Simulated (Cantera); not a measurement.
Charge: 1 mol Cu, 0.28 mol CO2, 84 mol H2.

Equilibrium computed with Cantera from the NASA thermochemical tables; the gas is ideal and each condensed phase is pure. Candidate condensed phases: C, C6H6, C7H8, C8H18, Cu, CuO, Cu(OH)2, Cu2O, H2O; 113 gas species. Rates play no part.

Question: What condenses at these points (T in K, P in Pa): (850, 370000); (950, 10); (850, 5500); (1350, 10); (1650, 10)?

Answer: 
```csv
T (K),P in Pa,condensed phases,Cu condensed (%)
850,370000,Cu,100.0
950,10,Cu,100.0
850,5500,Cu,100.0
1350,10,Cu,58.5
1650,10,gas only,0.0
```
